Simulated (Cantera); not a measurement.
An isothermal, constant-pressure homogeneous reactor starts with NO : N₂ = 1 : 8.7 (molar parts), at 2123 K and 1.09 atm. Integrator tolerance rtol = 1e-08.

Detailed kinetics in Cantera: GRI-Mech 3.0 (53 species, 325 reactions).

### Question
What does this change do: temperature 2123 to 1648 K?

### Answer
```csv
quantity,before,after
x(NO) at 3.00 s,0.00599 (gas-phase equilibrium 0.00557),0.0994 (gas-phase equilibrium 0.00128)
x(N₂) at 3.00 s,0.945 (gas-phase equilibrium 0.946),0.899 (gas-phase equilibrium 0.948)
x(O) at 3.00 s,0.000344 (gas-phase equilibrium 0.000344),1.27e-6 (gas-phase equilibrium 5.48e-6)
x(O₂) at 3.00 s,0.0484 (gas-phase equilibrium 0.0486),0.00181 (gas-phase equilibrium 0.0509)
x(N₂O) at 3.00 s,3.59e-7 (gas-phase equilibrium 3.57e-7),3.80e-6 (gas-phase equilibrium 8.71e-8)
```

### Question
What does this change do: NO 1 to 1.5 parts?

### Answer
| quantity | before | after |
|---|---|---|
| x(NO) at 3.00 s | 0.00599 (gas-phase equilibrium 0.00557) | 0.00691 (gas-phase equilibrium 0.00661) |
| x(N₂) at 3.00 s | 0.945 (gas-phase equilibrium 0.946) | 0.923 (gas-phase equilibrium 0.923) |
| x(O) at 3.00 s | 0.000344 (gas-phase equilibrium 0.000344) | 0.000413 (gas-phase equilibrium 0.000413) |
| x(O₂) at 3.00 s | 0.0484 (gas-phase equilibrium 0.0486) | 0.0698 (gas-phase equilibrium 0.0700) |
| x(N₂O) at 3.00 s | 3.59e-7 (gas-phase equilibrium 3.57e-7) | 4.20e-7 (gas-phase equilibrium 4.18e-7) |

### Question
What does this change do: pressure from 1.09 atm to 0.132 atm?

### Answer
| quantity | before | after |
|---|---|---|
| x(NO) at 3.00 s | 0.00599 (gas-phase equilibrium 0.00557) | 0.0267 (gas-phase equilibrium 0.00555) |
| x(N₂) at 3.00 s | 0.945 (gas-phase equilibrium 0.946) | 0.935 (gas-phase equilibrium 0.945) |
| x(O) at 3.00 s | 0.000344 (gas-phase equilibrium 0.000344) | 0.000879 (gas-phase equilibrium 0.000986) |
| x(O₂) at 3.00 s | 0.0484 (gas-phase equilibrium 0.0486) | 0.0377 (gas-phase equilibrium 0.0483) |
| x(N₂O) at 3.00 s | 3.59e-7 (gas-phase equilibrium 3.57e-7) | 3.97e-7 (gas-phase equilibrium 1.24e-7) |
